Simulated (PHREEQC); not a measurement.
Dissolve 0.24 mol/kgw CuCl2, 0.016 mol/kgw HNO3 and 0.013 mol/kgw FeCl3 at 47 °C. Closed to the air; pH follows from the charge balance.

All values are PHREEQC results (ion-association model, phreeqc.dat), not measurements.

No solid was allowed to form.

Problem. What pH, ionic strength, density does the model give?

Solution. pH 1.89; ionic strength 0.567 mol/kgw; density 1.020 g/cm³.

Problem. In which forms is Fe present?

Solution. FeCl+2 68 %, Fe+3 12 %, FeCl2+ 12 %, FeOH+2 7.7 %, Fe2(OH)2+4 1.1 % of the Fe.

Examples of supersaturated solids here: Hematite (slow to form), Goethite (slow to form). Others may be too. Complexes and solids missing from the database can't appear. Constants without temperature data keep their 25 °C values here.
